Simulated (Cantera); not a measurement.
**Equilibrium for silicon epitaxy and polysilicon growth: SiH₂Cl₂ + N₂**

A closed system holds: 1 mol SiH₂Cl₂, a varied amount of N₂, held at 1423 K and 1.20 mbar.

Method: chemical equilibrium by Gibbs-energy minimisation in Cantera with the NASA 1993 tables (ideal gas, pure condensed phases). Candidate condensed phases: NH₄Cl, Si, Si₃N₄; 28 gas species. N₂ is the only nitrogen source here; it is nearly inert below about 1500 K, so the nitride shown seldom forms there in practice. The tables' values for SiCl₃ are old estimates; treat these amounts as uncertain. Kinetics and transport are ignored.

```
n(N₂) (mol)   x N₂   x HCl     x H₂  x SiCl₂   x SiCl₃   x SiCl₄     x Cl      x H  n Si₃N₄(s)
-----------  -----  ------  -------  -------  --------  --------  -------  -------  ----------
6.8          0.765   0.131   0.0538   0.0457   0.00375   0.00122  8.85e-5  4.45e-5       0.192
10           0.829  0.0963   0.0381   0.0331   0.00238  0.000676  7.75e-5  3.74e-5       0.193
13           0.864  0.0772   0.0299   0.0264   0.00172  0.000442  7.01e-5  3.32e-5       0.194
16           0.887  0.0644   0.0246   0.0220   0.00131  0.000311  6.45e-5  3.01e-5       0.195
20           0.908  0.0528   0.0199   0.0180  0.000980  0.000211  5.88e-5  2.70e-5       0.195
23           0.919  0.0465   0.0174   0.0158  0.000813  0.000165  5.54e-5  2.53e-5       0.196
26           0.928  0.0415   0.0154   0.0141  0.000688  0.000133  5.25e-5  2.38e-5       0.196
29           0.935  0.0376   0.0139   0.0128  0.000593  0.000109  5.00e-5  2.26e-5       0.196
32           0.941  0.0343   0.0126   0.0116  0.000517   9.09e-5  4.79e-5  2.15e-5       0.196
36           0.947  0.0307   0.0113   0.0104  0.000439   7.32e-5  4.54e-5  2.03e-5       0.196
39           0.951  0.0284   0.0104  0.00967  0.000393   6.31e-5  4.38e-5  1.96e-5       0.196
42           0.954  0.0265  0.00967  0.00902  0.000354   5.50e-5  4.23e-5  1.89e-5       0.196
45           0.957  0.0248  0.00904  0.00845  0.000321   4.83e-5  4.10e-5  1.82e-5       0.196
```
x: gas mole fraction; n: condensed amount in mol.

From 6.8 mol N₂ to 45 mol N₂ the condensed part is Si₃N₄(s). The main Si-bearing gas is SiCl₂ throughout.
